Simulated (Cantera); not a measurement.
Low-pressure radical oxidation in H2/O2

An isothermal, constant-pressure homogeneous reactor starts with 24.2 % H2, 75.8 % O2, equivalence ratio 0.16, at 1000 K and 0.0330 bar.

Cantera simulation using the H2/O2 subset of GRI-Mech 3.0, which has no nitrogen chemistry; the numbers are that mechanism's predictions, not measurements. Radical loss at walls, strong at low pressure, is not modelled. The temperature is held fixed by assumption; the heat of reaction is taken as removed at once.

```
t (s)         x H2   x O2      x OH    x H2O       x O    x HO2       x H
--------  --------  -----  --------  -------  --------  -------  --------
0.000300     0.242  0.758   2.22e-9  1.83e-8   5.67e-9  1.83e-9   1.34e-8
0.000798     0.242  0.758   2.66e-6  2.34e-5   6.81e-6  6.32e-7   1.60e-5
0.00212     0.0176  0.692   0.00602    0.217    0.0220  4.36e-5    0.0458
0.00565    0.00145  0.723  0.000935    0.273   0.00143  2.80e-5  0.000439
0.0150    0.000219  0.724  0.000261    0.275  0.000150  8.20e-6   1.34e-5
0.0399     3.52e-5  0.724  0.000108    0.276   2.42e-5  1.95e-6   8.89e-7
0.106      4.65e-6  0.724   4.91e-5    0.276   4.71e-6  4.25e-7   7.53e-8
0.283      5.37e-7  0.724   2.40e-5    0.276   1.11e-6  1.02e-7   8.22e-9
0.752      8.50e-8  0.724   1.27e-5    0.276   3.13e-7  2.96e-8   1.21e-9
2.00       2.22e-8  0.724   7.18e-6    0.276   1.01e-7  9.86e-9  2.18e-10
```
x: mole fraction; the columns are a selection and need not sum to one.

Equilibrium at this temperature and pressure: H2 1.57e-10, O2 0.724, OH 6.12e-7, H2O 0.276, O 7.41e-10, HO2 1.67e-9, H <1e-12 (gas phase only).
